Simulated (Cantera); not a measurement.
Cantera run:

```python
import numpy as np
import cantera as ct

gas_names = """
    H HNO HNO2 HNO3 HO2 H2 H2O H2O2 N NH NH2 NH3 NH2OH NO NO2 NO3 N2 N2H2 N2H4 N2O O OH O2 O3 V VN VO
    VO2
""".split()
cond_names = """
    H2O(s) H2O(L) V(cr) V(L) VN(s) VO(s) VO(L) V2O3(s) V2O3(L) V2O4(I) V2O4(II) V2O4(L) V2O5(s) V2O5(L)
""".split()


def load(file, names, dense=False):
    # The tables refer to 1 bar. Condensed volumes are neglected.
    table = {s.name: s for s in ct.Species.list_from_file(file)}
    out = []
    for n in names:
        d = dict(table[n].input_data)
        d["thermo"] = dict(d["thermo"], **{"reference-pressure": 1e5})
        if dense:
            d["equation-of-state"] = {"model": "constant-volume", "density": "1e6 g/cm^3"}
        out.append(ct.Species.from_dict(d))
    return out


gas = ct.Solution(thermo="ideal-gas", species=load("nasa_gas.yaml", gas_names))
cond = {s.name: ct.Solution(thermo="fixed-stoichiometry", species=[s], name=s.name)
        for s in load("nasa_condensed.yaml", cond_names, dense=True)}
atoms = {
    'V2O3': {'V': 2, 'O': 3},
    'H2': {'H': 2},
    'N2': {'N': 2},
}
top_T = {'VN(s)': 2300}  # K; cautious upper limits of use, not melting points


def equilibrate(T, P, feed):
    n = {}
    for name, mol in feed.items():
        for a, k in atoms[name].items():
            n[a] = n.get(a, 0.0) + k * mol
    gas.TPX = T, P, n
    mass = sum(n.values()) * gas.mean_molecular_weight
    gas.equilibrate("TP")
    valid = [c for c in cond.values() if c.min_temp <= T <= top_T.get(c.name, c.max_temp)]
    mix = ct.Mixture([(gas, mass / gas.mean_molecular_weight)] + [(c, 0.0) for c in valid])
    mix.T, mix.P = T, P
    mix.equilibrate("TP", solver="vcs", rtol=1e-11, max_steps=5000)
    return mix


results = []
T = 848.15  # K
P = 430  # Pa
for m in [4.9, 10, 22, 46, 96, 200, 420, 890]:
    feed = {'V2O3': 1, 'H2': m, 'N2': 35}  # mol
    mix = equilibrate(T, P, feed)
    results.append((T, P, feed, dict(zip(mix.species_names, mix.species_moles))))

top = {s: max(r[3][s] / sum(r[3][g] for g in gas_names) for r in results) for s in gas_names}
cols = sorted((s for s in top if top[s] > 0.001), key=lambda s: -top[s])[:8]
seen = [c for c in cond_names if any(r[3].get(c, 0) > 1e-12 for r in results)]
print("log10 of partial pressures in bar; condensed amounts in mol")
print(f"{'n(H2)':>10s}" + "".join(f"{s[:9]:>10s}" for s in cols + seen))
for T, P, feed, n in results:
    ng = sum(n[g] for g in gas_names)
    print(f"{feed['H2']:10.4g}" + "".join(f"{np.log10(max(n[s] / ng * P / 1e5, 1e-99)):10.3f}" for s in cols)
          + "".join(f"{n.get(c, 0):10.4g}" for c in seen))
```

Result:

```
log10 of partial pressures in bar; condensed amounts in mol
     n(H2)        H2        N2     VN(s)   V2O3(s)
       4.9    -3.278    -2.423  0.003058    0.9985
        10    -3.020    -2.476  0.005995     0.997
        22    -2.780    -2.578   0.01219    0.9939
        46    -2.613    -2.731   0.02267    0.9887
        96    -2.502    -2.940   0.04031    0.9798
       200    -2.437    -3.194   0.06912    0.9654
       420    -2.401    -3.481    0.1164    0.9418
       890    -2.383    -3.790    0.1947    0.9026
```

Cantera equilibrium calculation (NASA polynomials, part measured and part estimated; ideal gas, pure solids and liquids). VN: taken at fixed stoichiometry. Condensed phases not in the tables: the oxides between V2O3 and V2O5 other than VO2, V2N.
